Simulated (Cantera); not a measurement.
# Thermodynamics of halide evaporation, hydrolysis and transport, feed FeCl₂ + HCl + N₂

Charge: 1 mol FeCl₂, a varied amount of HCl, 0.73 mol N₂, equilibrated at 1575 °C and 3500 Pa.

Equilibrium computed with Cantera from the NASA thermochemical tables; the gas is ideal and each condensed phase is pure. Candidate condensed phases: Fe, FeCl₂, FeCl₃, NH₄Cl; 18 gas species. Equilibrium is a limit: real reactors are often held back by kinetics, nucleation or transport.

From 0.023 mol HCl to 0.15 mol HCl nothing is condensed. The main Fe-bearing gas is FeCl₂ throughout.

| n(HCl) (mol) | log p FeCl₂ | log p N₂ | log p HCl | log p Cl | log p H₂ | log p Fe | log p FeCl₃ | log p H |
|---|---|---|---|---|---|---|---|---|
| 0.023 | -1.70 | -1.84 | -3.35 | -4.14 | -5.22 | -4.53 | -5.63 | -5.88 |
| 0.031 | -1.70 | -1.84 | -3.23 | -4.12 | -5.00 | -4.57 | -5.61 | -5.78 |
| 0.043 | -1.71 | -1.84 | -3.09 | -4.09 | -4.79 | -4.63 | -5.59 | -5.67 |
| 0.059 | -1.71 | -1.85 | -2.96 | -4.05 | -4.61 | -4.72 | -5.55 | -5.58 |
| 0.08 | -1.71 | -1.85 | -2.83 | -4.00 | -4.46 | -4.83 | -5.50 | -5.51 |
| 0.11 | -1.72 | -1.86 | -2.70 | -3.93 | -4.33 | -4.96 | -5.44 | -5.44 |
| 0.15 | -1.73 | -1.87 | -2.57 | -3.86 | -4.22 | -5.12 | -5.38 | -5.38 |
log p: log10 of the partial pressure in bar; nothing condenses.
